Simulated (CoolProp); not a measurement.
Vapour-liquid equilibrium of carbon dioxide (1) + n-perfluorobutane (2) at 265.4 K; x and y are mole fractions of (1).

Computed with CoolProp (multi-fluid Helmholtz-energy mixture model, Span 1996 and Gao 2022; pair parameters Bell 2016).

```json
[
 {"x": "0.05", "bubble pressure (MPa)": "0.2377", "y at the bubble point": "0.662", "dew pressure at overall composition x (MPa)": "0.08430", "liquid density (mol/L)": "7.067"},
 {"x": "0.2", "bubble pressure (MPa)": "0.7836", "y at the bubble point": "0.897", "dew pressure at overall composition x (MPa)": "0.1004", "liquid density (mol/L)": "8.007"},
 {"x": "0.35", "bubble pressure (MPa)": "…", "y at the bubble point": "0.936", "dew pressure at overall composition x (MPa)": "0.1237", "liquid density (mol/L)": "9.160"},
 {"x": "0.5", "bubble pressure (MPa)": "1.612", "y at the bubble point": "0.952", "dew pressure at overall composition x (MPa)": "0.1610", "liquid density (mol/L)": "10.62"},
 {"x": "0.65", "bubble pressure (MPa)": "1.891", "y at the bubble point": "0.962", "dew pressure at overall composition x (MPa)": "…", "liquid density (mol/L)": "…"},
 {"x": "0.8", "bubble pressure (MPa)": "2.210", "y at the bubble point": "0.975", "dew pressure at overall composition x (MPa)": "0.4020", "liquid density (mol/L)": "15.37"},
 {"x": "0.95", "bubble pressure (MPa)": "2.648", "y at the bubble point": "…", "dew pressure at overall composition x (MPa)": "1.570", "liquid density (mol/L)": "19.87"}
]
```

Task: Some entries are withheld; supply them.

Result: 
- 0.35, bubble pressure (MPa): 1.266
- 0.65, dew pressure at overall composition x (MPa): 0.2298
- 0.65, liquid density (mol/L): 12.57
- 0.95, y at the bubble point: 0.993

No azeotrope shows between x = 0.05 and 0.95.

Pair parameters are fitted to limited data, so mixtures are less certain than the pure fluids. The gap from Raoult's law changes sign with composition, which may be real or a fault of the pair parameters; it wasn't checked against measurements.
